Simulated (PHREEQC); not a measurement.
1 kg of water holding 0.0034 mol/kgw Na2B4O7 and 0.018 mol/kgw Na2SO4 is evaporated at 25 °C; the solids stay in contact with the brine. CO2 from the air is kept out. The run lets Mirabilite, Thenardite, Borax, Boric_acid,s, NaBO2:4H2O, NaB5O8:5H2O precipitate or redissolve, and no other solid.

Model: Pitzer model, pitzer.dat, run in PHREEQC.

Task: Predict ionic strength, S in solution (mol/kgw), Na in solution (mol/kgw) at water left (kg) = 0.6755, 0.1157, 0.008803.

Result: 
| water left (kg) | ionic strength | S in solution (mol/kgw) | Na in solution (mol/kgw) |
|---|---|---|---|
| 0.6755 | 0.0900 | 0.0266 | 0.0634 |
| 0.1157 | 0.528 | 0.156 | 0.370 |
| 0.008803 | 6.11 | 1.98 | 4.10 |
